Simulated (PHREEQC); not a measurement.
HCl is added in steps, without added water, to 1 kg of water holding 17 mmol/kgw FeSO4 and 0.064 mmol/kgw ZnCl2, at 25 °C. The system is closed to oxygen. No CO2 enters from the air. Precipitation was switched off in this run.

Base run: PHREEQC, ion-association model, wateq4f.dat. Each further column changes one thing. The table gives HSO4- (mol/kgw).

```tsv
HCl added (mol)	base	FeSO4 from 0.017 to 0.0255 mol/kgw	diluted 100-fold with water	0.0042 mol/kgw NaCl added	solids may form
0	6.99e-7	9.95e-7	3.52e-9	6.89e-7	6.99e-7
0.00255	0.000847	0.000994	2.71e-5	0.000838	0.000847
0.00595	0.00187	0.00223	4.92e-5	0.00185	0.00187
0.0085	0.00257	0.00309	6.07e-5	0.00255	0.00257
0.01105	0.00321	0.00391	6.96e-5	0.00319	0.00321
0.01445	0.00399	0.00492	7.90e-5	0.00396	0.00399
0.017	0.00453	0.00562	8.46e-5	0.00449	0.00453
```

 Solids allowed in the column 'solids may form': Zn(OH)2-a, Zn4(OH)6SO4, Zn5(OH)8Cl2, Melanterite, Goslarite.
